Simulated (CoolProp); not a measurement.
500 sccm (0 °C, 1 atm) of nitrogen bubbles through liquid m-xylene at 346.4 K and leaves saturated at a total pressure of 0.15 MPa (ideal gas phase). Each further row changes one setting.

Values from CoolProp's reference Helmholtz-energy equation of state, Zhou 2012.

```json
[
 {"case": "as stated", "vapour pressure (kPa)": "11.6", "mole fraction of vapour": "(withheld)", "delivery (mg/min)": "198", "delivery (sccm)": "(withheld)", "change of delivery for a bath 1 K warmer (%)": "(withheld)"},
 {"case": "bath temperature 351.4 K", "vapour pressure (kPa)": "14.1", "mole fraction of vapour": "(withheld)", "delivery (mg/min)": "(withheld)", "delivery (sccm)": "(withheld)", "change of delivery for a bath 1 K warmer (%)": "(withheld)"},
 {"case": "total pressure 0.3 MPa", "vapour pressure (kPa)": "11.6", "mole fraction of vapour": "0.0386", "delivery (mg/min)": "(withheld)", "delivery (sccm)": "20.1", "change of delivery for a bath 1 K warmer (%)": "4.3"}
]
```

### Question
Complete the blanks.

### Answer

- as stated, mole fraction of vapour: 0.0771
- as stated, delivery (sccm): 41.8
- as stated, change of delivery for a bath 1 K warmer (%): 4.5
- bath temperature 351.4 K, mole fraction of vapour: 0.0941
- bath temperature 351.4 K, delivery (mg/min): 246
- bath temperature 351.4 K, delivery (sccm): 51.9
- bath temperature 351.4 K, change of delivery for a bath 1 K warmer (%): 4.4
- total pressure 0.3 MPa, delivery (mg/min): 95.0
